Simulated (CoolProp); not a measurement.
Tetradecamethylhexasiloxane (MD4M) along the isotherm 346.85 °C: Z from the reference equation and from simpler models built on Tc = 380.0 °C, pc = 0.8286 MPa, ω = 0.800; each cubic takes its own stable root.

Computed with CoolProp (reference Helmholtz-energy equation of state, Thol 2019).

```tsv
p (MPa)	phase	reference	van der Waals	Redlich-Kwong	Soave-Redlich-Kwong
0.0131	gas	0.9922	0.9947	0.9937	0.9933
0.0204	gas	0.9879	0.9917	0.9902	0.9895
0.0318	gas	0.9810	0.9869	0.9847	0.9835
0.0495	gas	0.9702	0.9795	0.9760	(withheld)
0.077	gas	0.9531	0.9678	0.9623	0.9595
0.12	gas	0.9256	(withheld)	(withheld)	0.9357
0.187	gas	(withheld)	0.9184	0.9045	0.8968
0.291	gas	0.8030	0.8666	0.8443	0.8304
0.453	gas	0.6530	0.7709	0.7329	0.7020
0.705	liquid	0.1263	(withheld)	0.1694	0.1498
1.1	liquid	0.1907	0.3050	0.2378	0.2203
1.71	liquid	(withheld)	0.4364	0.3400	0.3227
2.66	liquid	0.4290	0.6335	(withheld)	0.4726
4.14	liquid	(withheld)	0.9264	0.7099	0.6920
```

Fill in the missing entries.


- 0.0495, Soave-Redlich-Kwong: 0.9742
- 0.12, van der Waals: 0.9490
- 0.12, Redlich-Kwong: 0.9403
- 0.187, reference: 0.8804
- 0.705, van der Waals: 0.2231
- 1.71, reference: 0.2862
- 2.66, Redlich-Kwong: 0.4902
- 4.14, reference: 0.6421
